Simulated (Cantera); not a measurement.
Feed: 1 mol CO, 0.02 mol O2, 3.6 mol H2, equilibrated at 2998.15 K and 35.0 bar.

Cantera equilibrium calculation (NASA polynomials, part measured and part estimated; ideal gas, pure solids and liquids). Candidate condensed phases: C, C6H6, C7H8, C8H18, H2O; 110 gas species. The ideal-gas law is rough above about 30 bar. Rates play no part.

Base state: H2 0.754, CO 0.215, H 0.0230, H2O 0.00821, CO2 0.000316, OH 8.33e-5, HCO 1.34e-5 (mole fractions); condensed: gas only.

Task: What changes in the equilibrium state with this change: temperature from 2998.15 K to 2075 K?

Result: 
| species | before | after |
|---|---|---|
| H2 | 0.754 | 0.773 |
| CO | 0.215 | 0.217 |
| H2O | 0.00821 | 0.00865 |
| H | 0.0230 | 0.000396 |
| OH | 8.33e-5 | 5.05e-7 |
| CH4 | 9.45e-6 | 0.000437 |
